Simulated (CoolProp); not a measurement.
Values from CoolProp's reference Helmholtz-energy equation of state, Pan 2012.

Task: For R236FA, give the phase and the Z, cv (kJ/(kg K)), speed of sound (m/s), conductivity (mW/(m K)) at -28.05 °C and 1.39 bar.

Result: 
- -28.05 °C and 1.39 bar: liquid; Z 0.00679, cv 0.812, speed of sound 754, conductivity 89.4

Thermal conductivity comes from a separate model (Huber 2003), an estimate that may be off by 10 % or more.
